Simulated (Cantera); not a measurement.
Input: 1 mol CH3SiH3, 0.27 mol C2H4, 4.9 mol H2, held at 1250 K and 150 Pa.

These are equilibrium values from Cantera (NASA tables, ideal gas, pure condensed phases), not measurements of a reactor. Candidate condensed phases: C, C6H6, C7H8, C8H18, Si, SiC; 87 gas species. The feed counts by its element totals alone. The numbers say what is thermodynamically allowed, not how fast it happens.

Base state: H2 1.000, CH4 1.65e-5, H 1.25e-5 (mole fractions); condensed: C(graphite) + SiC(s).

What changes in the equilibrium state with this change: temperature from 1250 K to 1923 K?


```csv
species,before,after
H2,1.000,0.975
H,1.25e-5,0.0240
Si,<1e-9,0.000461
SiH,<1e-9,1.44e-5
SiC2,<1e-9,1.31e-5
C2H2 (acetylene),2.52e-7,0.000440
"C(graphite), mol",0.540,0.537
"SiC(s), mol",1.00,0.996
```
